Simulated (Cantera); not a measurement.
Input: 1 mol Si, 0.033 mol CO2, 3.6 mol N2, held at 0.0100 bar.

These are equilibrium values from Cantera (NASA tables, ideal gas, pure condensed phases), not measurements of a reactor. Candidate condensed phases: C, Si, SiC, SiO2, Si2N2O, Si3N4; 34 gas species. N2 is the only nitrogen source here; it is nearly inert below about 1500 K, so the nitride shown seldom forms there in practice. Mutual solubility and eutectic melting of coexisting phases are not modelled. The tables' values for SiN are old estimates; treat these amounts as uncertain. The numbers say what is thermodynamically allowed, not how fast it happens.

x: gas mole fraction; n: condensed amount in mol.

| T (°C) | x N2 | x Si | x SiO | x CO | x Si2C | x Si2N | x SiN | n C(graphite) | n Si2N2O(s) | n Si3N4(s) | n SiC(s) | n Si(l) |
|---|---|---|---|---|---|---|---|---|---|---|---|---|
| 650 | 1.00 | <1e-12 | <1e-12 | 1.26e-10 | <1e-12 | <1e-12 | <1e-12 | 0.0330 | 0.0660 | 0.289 | 0 | 0 |
| 750 | 1.00 | <1e-12 | <1e-12 | 8.66e-9 | <1e-12 | <1e-12 | <1e-12 | 0.0330 | 0.0660 | 0.289 | 0 | 0 |
| 850 | 1.00 | <1e-12 | 2.33e-12 | 2.76e-7 | <1e-12 | <1e-12 | <1e-12 | 0.0330 | 0.0660 | 0.289 | 0 | 0 |
| 950 | 1.000 | <1e-12 | (withheld) | (withheld) | <1e-12 | <1e-12 | <1e-12 | 0.0330 | 0.0660 | 0.289 | 0 | 0 |
| 1050 | 1.000 | 1.79e-11 | 2.91e-8 | 5.71e-5 | <1e-12 | <1e-12 | 5.40e-12 | 0.0328 | 0.0658 | 0.289 | 0 | 0 |
| 1150 | 1.000 | 1.48e-9 | 1.18e-6 | 0.000253 | 1.19e-12 | 3.57e-12 | 2.69e-10 | 0 | 0.0652 | 0.279 | 0.0322 | 0 |
| 1250 | 0.999 | 6.85e-8 | 2.93e-5 | 0.000596 | 1.25e-10 | 4.68e-10 | 7.99e-9 | 0 | 0.0641 | 0.280 | 0.0312 | 0 |
| 1350 | 0.998 | 1.96e-6 | 0.000483 | 0.00126 | 7.26e-9 | 3.33e-8 | 1.55e-7 | 0 | 0.0608 | 0.283 | 0.0292 | 0 |
| 1450 | 0.992 | (withheld) | (withheld) | (withheld) | (withheld) | (withheld) | 2.12e-6 | 0 | (withheld) | 0.291 | 0.0257 | 0 |
| 1550 | 0.982 | 0.000442 | 0.0161 | 0.00193 | 5.30e-6 | 2.84e-5 | 1.81e-5 | 0 | 0 | 0 | 0.0259 | 0.913 |
| 1650 | 0.980 | 0.00170 | 0.0148 | 0.00318 | 3.31e-5 | 7.49e-5 | 5.29e-5 | 0 | 0 | 0 | 0.0212 | 0.917 |
| 1750 | 0.976 | 0.00569 | 0.0131 | 0.00476 | 0.000172 | 0.000178 | 0.000139 | 0 | 0 | 0 | 0.0148 | 0.912 |
| 1850 | 0.964 | 0.0170 | 0.0112 | 0.00650 | 0.000758 | 0.000388 | 0.000330 | 0 | 0 | 0 | 0.00583 | 0.877 |

Problem. Fill in the missing entries.

Solution. 
- 1450, x Si: 3.78e-5
- 1450, x SiO: 0.00571
- 1450, x CO: 0.00243
- 1450, x Si2C: 2.62e-7
- 1450, x Si2N: 1.43e-6
- 1450, n Si2N2O(s): 0.0416
- 950, x SiO: 3.86e-10
- 950, x CO: 4.96e-6
